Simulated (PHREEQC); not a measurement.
A solution holds 0.126 mol LiCl, 0.49 mol CaCl2 and 0.071 mol MgCl2 per kg of water, at 25 °C. Closed to the air; pH follows from the charge balance.

Computed with PHREEQC (Pitzer model, pitzer.dat).

### Question
The ionic strength comes out as 1.81 mol/kgw. What activity coefficients do Ca+2, Cl-, Mg+2, Li+ get?

### Answer
Ca+2 0.29, Cl- 0.58, Mg+2 0.33, Li+ 0.92. Single-ion values are on the MacInnes scale.

No solid was allowed to form. Species that the database lacks are ignored.
